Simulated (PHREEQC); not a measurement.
0.2 mol of Cerargyrite (AgCl) is brought to equilibrium with 1 kg of water holding 0.052 mol/kgw KCl, at 20 °C under several pressures of CO2. O2 is buffered at 0.21 atm. Only these solids could form: Cerargyrite, Ag2O, Ag2CO3.

Equilibrium calculation in PHREEQC: ion-association model, wateq4f.dat.

### Question
Predict CO2 (mol/kgw) at log pCO2 (atm) = -1.5, -1, 0.

### Answer
```tsv
log pCO2 (atm)	CO2 (mol/kgw)
-1.5	0.00122
-1	0.00387
0	0.0387
```

Complexes and solids missing from the database can't appear.
